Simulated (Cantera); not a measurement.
Chemical vapour transport: Al₂O₃ + Cl₂ + H₂

Input: 1 mol Al₂O₃, 0.51 mol Cl₂, 1.2 mol H₂, held at 0.600 bar.

Equilibrium computed with Cantera from the NASA thermochemical tables; the gas is ideal and each condensed phase is pure. Candidate condensed phases: Al, AlCl₃, Al₂O₃, H₂O; 29 gas species. The tables' values for AlCl₂ are old estimates; treat these amounts as uncertain. Condensed phases not in the tables: AlOCl. Equilibrium is a limit: real reactors are often held back by kinetics, nucleation or transport.

```csv
T (K),x HCl,x H₂,x H₂O,x AlCl₃,x Cl,x H,x AlCl₂,n Al₂O₃(s)
973,0.596,0.404,0.000205,0.000137,1.23e-9,8.87e-10,5.55e-11,1.000
1073,0.596,0.404,0.000428,0.000285,1.53e-8,1.15e-8,1.25e-9,1.000
1173,0.595,0.404,0.000783,0.000522,1.25e-7,9.67e-8,1.62e-8,1.000
1273,0.594,0.404,0.00129,0.000863,7.31e-7,5.85e-7,1.40e-7,0.999
1373,0.593,0.404,0.00198,0.00132,3.32e-6,2.73e-6,8.72e-7,0.999
1473,0.591,0.404,0.00285,0.00190,1.23e-5,1.04e-5,4.21e-6,0.998
1573,0.589,0.404,0.00390,0.00258,3.87e-5,3.34e-5,1.65e-5,0.998
1673,0.587,0.404,0.00514,0.00337,0.000106,9.35e-5,5.42e-5,0.997
```
x: gas mole fraction; n: condensed amount in mol.

From 973 K to 1673 K the condensed part is Al₂O₃(s). The main Al-bearing gas is AlCl₃ throughout.
